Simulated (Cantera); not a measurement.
An isothermal, constant-pressure homogeneous reactor starts with NH3 : H2 = 1 : 0.14 (molar parts), at 1875 K and 0.257 atm.

Detailed kinetics in Cantera: the gas-phase N/H chemistry of the illustrative SiF4/NH3 mechanism in the Surface Chemkin manual (1991). Walls and surfaces, which speed up NH3 decomposition in real reactors, are not modelled.

x: mole fraction; the columns are a selection and need not sum to one.

| t (s) | x NH3 | x H2 | x NH2 | x N2H2 | x N2 |
|---|---|---|---|---|---|
| 6.00e-6 | 0.877 | 0.123 | 6.32e-6 | 5.52e-11 | <1e-12 |
| 1.91e-5 | 0.877 | 0.123 | ___ | ___ | 4.31e-11 |
| 6.05e-5 | 0.877 | 0.123 | 6.47e-5 | 2.24e-8 | 9.82e-9 |
| 0.000192 | 0.877 | 0.123 | 0.000202 | 3.00e-7 | 1.47e-6 |
| 0.000610 | 0.876 | 0.123 | 0.000512 | 2.56e-6 | 8.08e-5 |
| 0.00194 | 0.873 | 0.125 | 0.000628 | 4.11e-6 | 0.000845 |
| 0.00615 | 0.863 | 0.133 | 0.000623 | 4.03e-6 | ___ |
| 0.0195 | 0.833 | 0.155 | 0.000606 | 3.79e-6 | 0.0115 |
| 0.0620 | 0.747 | 0.218 | 0.000560 | 3.15e-6 | 0.0344 |
| 0.197 | 0.545 | 0.366 | 0.000453 | 1.94e-6 | 0.0883 |
| 0.625 | 0.243 | 0.588 | 0.000266 | 6.53e-7 | 0.169 |
| 1.98 | 0.0387 | 0.737 | 7.60e-5 | 6.82e-8 | 0.223 |
| 6.30 | 0.00162 | 0.764 | 6.37e-6 | 7.26e-10 | 0.233 |
| 20.0 | 0.000243 | 0.765 | 9.95e-7 | 1.82e-11 | 0.233 |

Task: What belongs in the gaps?

Result: 
- 1.91e-5, x NH2: 2.03e-5
- 1.91e-5, x N2H2: 1.33e-9
- 0.00615, x N2: 0.00346
